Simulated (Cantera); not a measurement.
Charge: 1 mol Ti, 0.039 mol H₂O, 56 mol CO, at 1198 K and 750 Torr.

Cantera equilibrium calculation (NASA polynomials, part measured and part estimated; ideal gas, pure solids and liquids). Candidate condensed phases: C, C₆H₆, C₇H₈, C₈H₁₈, H₂O, Ti, TiC, TiO, TiO₂, Ti₂O₃, Ti₃O₅, Ti₄O₇; 113 gas species. Equilibrium is a limit: real reactors are often held back by kinetics, nucleation or transport.

Base state: CO 0.981, CO₂ 0.0187, H₂ 0.000716, H₂O 1.86e-5 (mole fractions); condensed: C(graphite) + TiO₂(rutile).

Q: What changes in the equilibrium state with this change: CO from 56 to 0.38 mol?

A: 
| species | before | after |
|---|---|---|
| H₂ | 0.000716 | 1.00 |
| CO | 0.981 | <1e-9 |
| CO₂ | 0.0187 | <1e-9 |
| H₂O | 1.86e-5 | <1e-9 |
| C(graphite), mol | 2.95 | 0 |
| TiO₂(rutile), mol | 1.00 | 0 |
| Ti(β), mol | 0 | 0.201 |
| TiC(s), mol | 0 | 0.380 |
| TiO(s), mol | 0 | 0.419 |
Mutual solubility and eutectic melting of coexisting phases are not modelled. TiC, TiO: taken at fixed stoichiometry. Condensed phases not in the tables: solid solutions among these carbides, nitrides and lower oxides, N, O or C dissolved in the metal.

Q: What changes in the equilibrium state with this change: pressure from 750 Torr to 6450 Torr?

A: 
```tsv
species	before	after
CO	0.981	0.872
CO₂	0.0187	0.127
H₂	0.000716	0.000678
H₂O	1.86e-5	0.000135
C(graphite), mol	2.95	8.07
TiO₂(rutile), mol	1.00	1.00
```
